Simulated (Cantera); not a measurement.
A perfectly stirred reactor is fed with CH4 : CO2 : H2 = 1 : 3.4 : 0.83 (molar parts), at 101000 Pa; it is held at 1750 K, and followed from long to short residence time.

Model: GRI-Mech 3.0 (53 species, 325 reactions), integrated in Cantera.

### Question
What does this change do: H2 0.83 to 6.1 parts?

### Answer
| quantity | before | after |
|---|---|---|
| x(CH4) at τ = 7.50 s | 0.00263 | 0.00409 |
| x(CO2) at τ = 7.50 s | 0.139 | 0.0316 |
| x(H2) at τ = 7.50 s | 0.188 | 0.476 |
| x(C2H4) at τ = 7.50 s | 6.23e-6 | 2.33e-5 |
| x(HCO) at τ = 7.50 s | 3.23e-8 | 3.52e-8 |
| x(CH4) at τ = 83.0 ms | 0.0281 | 0.0313 |
| x(CO2) at τ = 83.0 ms | 0.251 | 0.0674 |
| x(H2) at τ = 83.0 ms | 0.121 | 0.413 |
| x(C2H4) at τ = 83.0 ms | 0.000396 | 0.000386 |
| x(HCO) at τ = 83.0 ms | 3.16e-8 | 2.71e-8 |
